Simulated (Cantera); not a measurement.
## Adiabatic ignition

An adiabatic, constant-pressure homogeneous reactor starts with 12.0 % CH₄, 14.2 % O₂, 69.4 % N₂, 4.34 % CO₂, at 1125 K and 0.350 bar.

Computed with Cantera and GRI-Mech 3.0 (53 species, 325 reactions).

```csv
t (s),T (K),x CH₄,x O₂,x CO₂,x OH,x NO,x CH₃,x CH₂CO
2.00e-6,1125,0.120,0.142,0.0434,<1e-12,<1e-12,1.22e-10,<1e-12
4.73e-6,1125,0.120,0.142,0.0434,<1e-12,<1e-12,2.89e-10,<1e-12
1.12e-5,1125,0.120,0.142,0.0434,<1e-12,<1e-12,6.85e-10,<1e-12
2.64e-5,1125,0.120,0.142,0.0434,<1e-12,<1e-12,1.62e-9,<1e-12
6.24e-5,1125,0.120,0.142,0.0434,1.02e-12,<1e-12,3.86e-9,<1e-12
0.000147,1125,0.120,0.142,0.0434,2.20e-12,<1e-12,9.19e-9,<1e-12
0.000348,1125,0.120,0.142,0.0434,5.41e-12,<1e-12,2.22e-8,<1e-12
0.000823,1125,0.120,0.142,0.0434,1.50e-11,<1e-12,5.53e-8,<1e-12
0.00194,1125,0.120,0.142,0.0434,4.71e-11,<1e-12,1.50e-7,<1e-12
0.00459,1125,0.120,0.142,0.0434,1.61e-10,<1e-12,4.83e-7,<1e-12
0.0109,1125,0.120,0.142,0.0434,5.03e-10,<1e-12,1.69e-6,<1e-12
0.0257,1125,0.120,0.142,0.0434,8.46e-10,<1e-12,3.14e-6,1.08e-11
0.0606,1125,0.120,0.142,0.0434,1.12e-9,<1e-12,3.72e-6,2.16e-10
0.143,1126,0.120,0.142,0.0434,1.96e-9,<1e-12,4.96e-6,3.37e-9
0.339,1130,0.119,0.141,0.0434,6.77e-9,<1e-12,9.07e-6,1.21e-7
0.800,2155,<1e-12,8.61e-6,0.0421,0.000520,7.12e-5,<1e-12,<1e-12
```
x: mole fraction; the columns are a selection and need not sum to one.

```yaml
time_of_steepest_temperature_rise: 0.635 s
temperature at 0.800 s: 2155 K
equilibrium_temperature: 2155 K
x(CH₄) at 0.800 s: <1e-12 (gas-phase equilibrium <1e-12)
x(O₂) at 0.800 s: 8.61e-6 (gas-phase equilibrium 8.62e-6)
x(CO₂) at 0.800 s: 0.0421 (gas-phase equilibrium 0.0421)
```
